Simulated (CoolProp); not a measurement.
c-C4F8 (RC318) at 298.15 K and 3.44 MPa is throttled through a valve to 1.8 MPa with no heat exchange. Each further row changes one setting.

Model: reference Helmholtz-energy equation of state, Platzer 1990, in CoolProp. This equation is an older, rougher fit; its heat capacities, sound speeds and derivatives of the liquid may be far off and weren't checked against measurements.

| case | temperature change (K) | final density (kg/m³) |
|---|---|---|
| as stated | +0.2 | 1510 |
| outlet pressure 0.54 MPa | +0.4 | 1500 |
| outlet pressure 2.34 MPa | +0.2 | 1510 |
